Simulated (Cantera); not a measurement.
Feed: 1 mol SO2, 0.037 mol H2O, 0.21 mol H2, equilibrated at 2477 °C and 100000 Pa.

Cantera equilibrium calculation (NASA polynomials, part measured and part estimated; ideal gas, pure solids and liquids). Candidate condensed phases: H2O, H2SO4, S; 19 gas species. Equilibrium is a limit: real reactors are often held back by kinetics, nucleation or transport.

Base state: SO2 0.635, H2O 0.151, SO 0.132, H2 0.0271, OH 0.0168, H 0.0113, O2 0.00994, S 0.00629 (mole fractions); condensed: gas only.

### Question
What changes in the equilibrium state with this change: H2O from 0.037 to 0.26 mol?

### Answer
```tsv
species	before	after
SO2	0.635	0.542
H2O	0.151	0.249
SO	0.132	0.106
H2	0.0271	0.0417
OH	0.0168	0.0224
H	0.0113	0.0140
O2	0.00994	0.0114
S2	0.00304	0.00170
S2O	0.000436	0.000260
S	0.00629	0.00469
H2S	0.000200	0.000230
```

### Question
What changes in the equilibrium state with this change: temperature from 2477 °C to 2225 °C?

### Answer
| species | before | after |
|---|---|---|
| SO2 | 0.635 | 0.681 |
| H2O | 0.151 | 0.166 |
| SO | 0.132 | 0.100 |
| OH | 0.0168 | 0.00530 |
| H | 0.0113 | 0.00403 |
| H2 | 0.0271 | 0.0262 |
| O | 0.00443 | 0.000538 |
| O2 | 0.00994 | 0.00140 |
